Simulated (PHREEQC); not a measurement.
## Brine: speciation

Dissolve 3.7 mol/kgw KCl, 0.018 mol/kgw Na2B4O7 and 3e-05 mol/kgw H4SiO4 at 20 °C. Closed to the air; pH follows from the charge balance.

The numbers come from PHREEQC with the Pitzer model, pitzer.dat.

This is a speciation only: nothing precipitates in the calculation.

Q: What pH does the model give?

A: pH 8.96.

Q: In which forms is B present?

A: B(OH)4- 44 %, B(OH)3 43 %, B4O5(OH)4-2 8.9 %, B3O3(OH)4- 4.5 % of the B.

Species that the database lacks are ignored. In brines, pH and single-ion activities rest on the MacInnes convention.
